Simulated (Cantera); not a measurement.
## Hydrocarbon pyrolysis for carbon deposition

An isothermal, constant-pressure homogeneous reactor starts with 1.12 % C2H6, 98.9 % N2, at 1450 K and 2100 Pa.

Computed with Cantera and GRI-Mech 3.0 (53 species, 325 reactions). GRI-Mech 3.0 stops at C3 and has no aromatics, soot or wall deposition, so with more carbon than oxygen in the feed, carbon stays in small species such as C2H2 where larger ones or solid carbon would form. Radical loss at walls, strong at low pressure, is not modelled.

```
t (s)      x C2H6     x CH4     x C2H      x H2     x HCN
--------  -------  --------  --------  --------  --------
4.00e-6    0.0112  5.79e-10    <1e-12  3.30e-11    <1e-12
1.77e-5    0.0112   1.13e-8    <1e-12  7.03e-10    <1e-12
7.81e-5    0.0112   2.19e-7    <1e-12   3.17e-8    <1e-12
0.000345   0.0111   4.21e-6    <1e-12   3.70e-6  1.66e-12
0.00152    0.0103   7.58e-5  7.56e-11  0.000352   2.43e-8
0.00673   0.00451   0.00101   1.54e-8   0.00528   7.09e-7
0.0297    7.73e-5   0.00238   4.88e-8    0.0140   1.95e-6
0.131     3.69e-6   0.00230   1.78e-8    0.0174   2.12e-6
0.580     7.24e-7   0.00222   7.75e-9    0.0185   2.14e-6
2.56      2.72e-7   0.00214   4.73e-9    0.0188   2.15e-6
11.3      2.04e-7   0.00189   4.68e-9    0.0192   2.17e-6
50.0      9.45e-8   0.00122   5.17e-9    0.0202   2.25e-6
```
x: mole fraction; the columns are a selection and need not sum to one.

Equilibrium at this temperature and pressure: C2H6 2.11e-12, CH4 4.09e-6, C2H 9.91e-10, H2 0.0220, HCN 0.0187 (gas phase only).
